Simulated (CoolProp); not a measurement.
Properties of n-perfluoropentane along the isobar 17.7 bar.

Computed with CoolProp (reference Helmholtz-energy equation of state, Gao 2022).

```json
[
 {"T (°C)": "-66.05", "phase": "liquid", "density (kg/m³)": "1880", "cv (kJ/(kg K))": "0.6850", "isothermal compressibility (1/MPa)": "0.001312", "fugacity coefficient": "[?]"},
 {"T (°C)": "-45.25", "phase": "liquid", "density (kg/m³)": "1822", "cv (kJ/(kg K))": "0.7181", "isothermal compressibility (1/MPa)": "0.001556", "fugacity coefficient": "0.001363"},
 {"T (°C)": "-24.45", "phase": "liquid", "density (kg/m³)": "1763", "cv (kJ/(kg K))": "0.7515", "isothermal compressibility (1/MPa)": "0.001883", "fugacity coefficient": "0.005311"},
 {"T (°C)": "-3.65", "phase": "liquid", "density (kg/m³)": "1702", "cv (kJ/(kg K))": "0.7837", "isothermal compressibility (1/MPa)": "0.002338", "fugacity coefficient": "0.01593"},
 {"T (°C)": "17.15", "phase": "liquid", "density (kg/m³)": "[?]", "cv (kJ/(kg K))": "0.8142", "isothermal compressibility (1/MPa)": "0.003003", "fugacity coefficient": "0.03905"},
 {"T (°C)": "38.05", "phase": "liquid", "density (kg/m³)": "1571", "cv (kJ/(kg K))": "0.8431", "isothermal compressibility (1/MPa)": "0.004031", "fugacity coefficient": "0.08189"},
 {"T (°C)": "58.85", "phase": "liquid", "density (kg/m³)": "1498", "cv (kJ/(kg K))": "0.8705", "isothermal compressibility (1/MPa)": "0.005725", "fugacity coefficient": "0.1506"},
 {"T (°C)": "79.65", "phase": "liquid", "density (kg/m³)": "1416", "cv (kJ/(kg K))": "0.8975", "isothermal compressibility (1/MPa)": "0.008843", "fugacity coefficient": "0.2495"},
 {"T (°C)": "100.45", "phase": "liquid", "density (kg/m³)": "1318", "cv (kJ/(kg K))": "0.9254", "isothermal compressibility (1/MPa)": "0.01572", "fugacity coefficient": "0.3791"},
 {"T (°C)": "121.25", "phase": "liquid", "density (kg/m³)": "1189", "cv (kJ/(kg K))": "0.9575", "isothermal compressibility (1/MPa)": "0.03818", "fugacity coefficient": "0.5346"},
 {"T (°C)": "142.05", "phase": "gas", "density (kg/m³)": "291.4", "cv (kJ/(kg K))": "1.005", "isothermal compressibility (1/MPa)": "1.975", "fugacity coefficient": "0.6931"},
 {"T (°C)": "162.95", "phase": "gas", "density (kg/m³)": "[?]", "cv (kJ/(kg K))": "0.9971", "isothermal compressibility (1/MPa)": "[?]", "fugacity coefficient": "0.7501"}
]
```

Question: Some entries are withheld; supply them.

Answer: 
- -66.05, fugacity coefficient: 0.0002471
- 17.15, density (kg/m³): 1639
- 162.95, density (kg/m³): 210.1
- 162.95, isothermal compressibility (1/MPa): 0.9490
